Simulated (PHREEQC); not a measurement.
Solution (5 °C): 0.5 mol/kgw HF, 0.00079 mol/kgw (CH3)4NF and 0.0015 mol/kgw H4SiO4. Closed to the air; pH follows from the charge balance.

Model: ion-association model, phreeqc.dat, run in PHREEQC.

```tsv
quantity	before	after
pH	1.48	1.22
ionic strength (mol/kgw)	0.0402	0.0746
HF (mol/kgw)	0.435	0.457
HF2- (mol/kgw)	0.0206	0.0129
F- (mol/kgw)	0.0152	0.00911
SI of Quartz (SiO2)	-12.54	-12.22
```

What was changed between the two runs?
(A) 0.048 mol/kgw HCl added
(B) (CH3)4NF from 0.00079 to 0.000869 mol/kgw
(C) diluted 2-fold with water
(D) diluted 10-fold with water

A, 0.048 mol/kgw HCl added

This is a speciation only: nothing precipitates in the calculation. (CH3)4N+ isn't in the database: it is added as a free cation with an ion size of 4 Å. Away from 25 °C the constants follow the database's enthalpies or fits; those with neither stay at their 25 °C values. SiF6-2 is the database's only silicon fluoride.
